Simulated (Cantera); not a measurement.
Cantera run:

```python
import numpy as np
import cantera as ct

gas_names = """
    H HNO HNO2 HNO3 HO2 H2 H2O H2O2 H2S H2SO4 N NH NH2 NH3 NH2OH NO NO2 NO3 N2 N2H2 N2H4 N2O O OH O2 O3
    S SH SN SO SO2 SO3 S2 S2O S8
""".split()
cond_names = """
    H2O(s) H2O(L) H2SO4(L) S(cr1) S(cr2) S(L)
""".split()


# ... load() reads the species with a 1 bar reference pressure and builds the phases ...
atoms = {
    'N2O': {'N': 2, 'O': 1},
    'SO2': {'S': 1, 'O': 2},
    'H2': {'H': 2},
}
top_T = {}  # K; cautious upper limits of use, not melting points


# ... equilibrate(T, P, feed) seeds the gas with the atoms and calls Mixture.equilibrate('TP', solver="vcs", rtol=1e-11, max_steps=5000) ...
results = []
feed = {'N2O': 1, 'SO2': 0.045, 'H2': 13}  # mol
T = 1575  # K
P = 1000  # Pa
mix = equilibrate(T, P, feed)
results.append((T, P, feed, dict(zip(mix.species_names, mix.species_moles))))
x = sorted(zip(gas.X, gas.species_names), reverse=True)
print(f"T = {T:g} K  P = {P:g} Pa  gas = {mix.phase_moles(0):.4g} mol")
print("   x: " + "  ".join(f"{s} {v:.3e}" for v, s in x if v > 0.0001))
print("   condensed (mol): " + ("  ".join(f"{mix.phase(i).name} {mix.phase_moles(i):.4g}"
      for i in range(1, mix.n_phases) if mix.phase_moles(i) > 1e-12) or "none"))
```

Result:

```
T = 1575 K  P = 1000 Pa  gas = 14.01 mol
   x: H2 8.474e-01  H2O 7.780e-02  N2 7.139e-02  H2S 2.651e-03  H 3.825e-04  SH 2.410e-04  S2 1.482e-04
   condensed (mol): none
```

Cantera equilibrium calculation (NASA polynomials, part measured and part estimated; ideal gas, pure solids and liquids).
